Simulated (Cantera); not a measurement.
Feed: 1 mol Si, 0.012 mol O2, 170 mol H2, equilibrated at 1 atm.

Equilibrium computed with Cantera from the NASA thermochemical tables; the gas is ideal and each condensed phase is pure. Candidate condensed phases: H2O, Si, SiO2; 18 gas species. Gases not in the tables: Si2H6 and higher silanes. Rates play no part. All values below are at 1775 K.

Base state: H2 1.000, H 0.000287, SiO 0.000141, SiH2 2.50e-5 (mole fractions); condensed: Si(l).

### Question
What changes in the equilibrium state with this change: pressure from 1 atm to 10.0 mbar?

### Answer
```tsv
species	before	after
H2	1.000	0.997
H	0.000287	0.00289
Si	2.17e-6	0.000220
SiH	2.68e-6	2.69e-5
SiH2	2.50e-5	2.50e-5
Si(l), mol	0.971	0.929
```
